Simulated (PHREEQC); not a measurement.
Make-up at 20 °C: 0.0081 mol NaH2PO4 and 8.3e-06 mol H4SiO4 per kg of water. Closed to the air; pH follows from the charge balance.

All values are PHREEQC results (ion-association model, phreeqc.dat), not measurements.

```
quantity              before    after
-------------------  -------  -------
HPO4-2 (mol/kgw)     3.65e-5  1.18e-5
H3PO4 (mol/kgw)      1.78e-5  2.00e-6
NaHPO4- (mol/kgw)    3.99e-7  3.11e-8
SI of Quartz (SiO2)    -1.02    -1.72
```

Q: Which change was made?
(A) temperature from 20 to 30 °C
(B) diluted 100-fold with water
(C) H4SiO4 from 8.3e-06 to 8.3e-05 mol/kgw
(D) temperature from 20 to 15 °C
(E) diluted 5-fold with water

A: E, diluted 5-fold with water

This is a speciation only: nothing precipitates in the calculation.
